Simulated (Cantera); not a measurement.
Cantera run, input and output.

```python
import numpy as np
import cantera as ct

surf = ct.Interface("ptcombust.yaml", "Pt_surf")
gas = surf.adjacent["gas"]
gas.TPX = 300, 16000, {'H2': 0.012, 'O2': 0.066, 'N2': 0.79}
jet = ct.ImpingingJet(gas=gas, width=0.054, surface=surf)
jet.inlet.mdot, jet.inlet.T, jet.inlet.X = 0.023, 300, {'H2': 0.012, 'O2': 0.066, 'N2': 0.79}
jet.set_refine_criteria(ratio=10, slope=0.2, curve=0.3)
show, cover = ['H2', 'O2', 'H2O', 'OH'], ["PT(S)", "H(S)", "O(S)", "OH(S)", "CO(S)", "C(S)"]

rows = []
print(f"{'Ts/K':>7s}" + "".join(f"{s:>11s}" for s in show + cover) + "   (gas at the wall, coverages)")
for i, Ts in enumerate([700, 750, 800, 850, 900, 950]):
    jet.surface.T = Ts
    if i == 0:
        surf.TP = Ts, 16000
        surf.coverages = "PT(S):0.5, O(S):0.5"
        surf.advance_coverages(1.0)
        jet.set_initial_guess(products="inlet")
    jet.solve(loglevel=0, auto=(i == 0))
    rows.append([*(jet.X[gas.species_index(s), -1] for s in show), *surf[cover].coverages])
    print(f"{Ts:7g}" + "".join(f"{x:11.3e}" for x in rows[-1]))
```

Output:

```
   Ts/K         H2         O2        H2O         OH      PT(S)       H(S)       O(S)      OH(S)      CO(S)       C(S)   (gas at the wall, coverages)
    700  8.069e-04  6.239e-02  2.461e-02  1.035e-10  3.504e-02  1.567e-09  9.627e-01  2.265e-03 -7.327e-24 -7.171e-32
    750  5.443e-04  6.215e-02  2.497e-02  5.799e-10  5.487e-02  4.670e-09  9.431e-01  2.046e-03  5.061e-20  2.019e-27
    800  3.501e-04  6.198e-02  2.522e-02  2.411e-09  9.088e-02  1.506e-08  9.072e-01  1.953e-03  1.664e-17  2.274e-27
    850  2.346e-04  6.188e-02  2.533e-02  8.544e-09  1.402e-01  4.245e-08  8.580e-01  1.837e-03  1.689e-17  2.394e-25
    900  1.735e-04  6.184e-02  2.535e-02  2.576e-08  1.985e-01  1.021e-07  7.998e-01  1.685e-03  8.988e-19  1.768e-24
    950  1.359e-04  6.182e-02  2.533e-02  7.056e-08  2.622e-01  2.156e-07  7.363e-01  1.516e-03  1.825e-19  6.776e-22
```

Cantera simulation using Deutschmann's 1995 Pt surface mechanism with GRI-Mech 3.0 gas chemistry; the numbers are that mechanism's predictions, not measurements. Catalytic surfaces can have several steady states; this one follows from the mechanism file's or the stated starting coverage.
